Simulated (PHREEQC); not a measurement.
PHREEQC input (ion-association model, wateq4f.dat):

```
SOLUTION_MASTER_SPECIES
  An  An-  0  An  62.0  # stands for a non-complexing anion
SOLUTION_SPECIES
  An- = An-
    -log_k 0
    -gamma 3.0 0
PHASES
  Fix_H+
    H+ = H+
    -log_k 0
SOLUTION 1
  temp 25
  units mmol/kgw
  pH 7 charge
  Se(6) 3.2
  Na 306.4
  An 300
END
SELECTED_OUTPUT 1
  -reset false
  -pH true
  -pe true
  -ionic_strength true
  -water true
  -totals Na Se Se(-2) Se(4) Se(6)
  -molalities Hfo_wOH Hfo_wOH2+ Hfo_wO- Hfo_sOH Hfo_sOH2+ Hfo_sO- Hfo_wSeO4- Hfo_wOHSeO4-2
USER_PUNCH 1
  -headings sigma psi
  10 PUNCH EDL("sigma", "Hfo"), EDL("psi", "Hfo")
PRINT
  -reset false
USE solution 1
SURFACE 1
  Hfo_wOH 0.00191011 600 0.85
  Hfo_sOH 4.77528e-05
EQUILIBRIUM_PHASES 1
  Fix_H+ -3 HAn 10
    -force_equality true
  O2(g) -0.68 10
END
# ... the last block is repeated for the other 12 points of pH, with NaOH or the acid as the point needs
```

Selected output (columns that matter, 13 of 13 rows; pH added in front):

```
pH	mu	Na	Se	m_Hfo_wOH	m_Hfo_wOH2+	m_Hfo_wO-	m_Hfo_sOH	m_Hfo_sOH2+	m_Hfo_sO-	m_Hfo_wSeO4-	m_Hfo_wOHSeO4-2	sigma	psi
3	0.3105	0.3064	0.002547	1.0354e-06	0.001256	1.9555e-11	3.9333e-08	4.7713e-05	7.4281e-13	0.00065178	1.2181e-06	0.1229	0.071349
3.5	0.30966	0.3064	0.0025475	3.2438e-06	0.0012544	1.9217e-10	1.2317e-07	4.7629e-05	7.297e-12	0.00064868	3.803e-06	0.12217	0.071143
4	0.30939	0.3064	0.0025526	1.0118e-05	0.0012526	1.8722e-09	3.8263e-07	4.737e-05	7.0803e-11	0.00063574	1.1642e-05	0.12127	0.070826
4.5	0.30932	0.3064	0.0025684	3.0856e-05	0.0012477	1.7481e-08	1.1524e-06	4.6599e-05	6.529e-10	0.00059802	3.3528e-05	0.11904	0.069995
5	0.30932	0.3064	0.0026087	8.8607e-05	0.0012301	1.4622e-07	3.2083e-06	4.4539e-05	5.2943e-09	0.00050826	8.3001e-05	0.11356	0.067884
5.5	0.30936	0.3064	0.0026884	0.00022553	0.001172	9.9428e-07	7.701e-06	4.0018e-05	3.395e-08	0.0003562	0.0001554	0.10292	0.063551
6	0.30944	0.3064	0.0028063	0.00048013	0.0010311	5.1216e-06	1.512e-05	3.2471e-05	1.6128e-07	0.00019153	0.00020218	0.087492	0.056674
6.5	0.30953	0.3064	0.0029422	0.00082998	0.0008027	1.966e-05	2.3986e-05	2.3198e-05	5.6817e-07	7.7081e-05	0.00018069	0.069478	0.047592
7	0.3096	0.3064	0.0030663	0.0011674	0.00055255	5.6501e-05	3.1381e-05	1.4853e-05	1.5188e-06	2.3087e-05	0.00011058	0.050165	0.036372
7.5	0.30963	0.3064	0.0031509	0.0013795	0.00036056	0.00012091	3.5398e-05	9.252e-06	3.1026e-06	5.0767e-06	4.4035e-05	0.028883	0.02205
8	0.3096	0.3064	0.0031879	0.001455	0.00024521	0.00019778	3.6607e-05	6.1694e-06	4.9761e-06	8.4015e-07	1.1302e-05	0.0047634	0.003746
8.5	0.30965	0.30651	0.0031976	0.0014544	0.00017275	0.00028052	3.6407e-05	4.3243e-06	7.0218e-06	1.1952e-07	2.2814e-06	-0.021786	-0.016844
9	0.30975	0.30669	0.0031995	0.001407	0.00011788	0.00038473	3.5184e-05	2.9477e-06	9.6207e-06	1.6402e-08	4.4385e-07	-0.051923	-0.037454
```

The oxide is taken as insoluble; below pH 4 it would dissolve.
